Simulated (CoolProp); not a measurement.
Values from CoolProp's reference Helmholtz-energy equation of state, Tillner-Roth 1997.

Task: For CH2F2 (R32), give the phase and the cv (kJ/(kg K)), speed of sound (m/s), expansivity (1/kK), viscosity (µPa s) at 352.7 K and 20.4 MPa.

Result: 
- 352.7 K and 20.4 MPa: supercritical; cv 0.996, speed of sound 515, expansivity 4.20, viscosity 88.4

Viscosity comes from a separate model (Bell 2016), an estimate that may be off by 10 % or more.
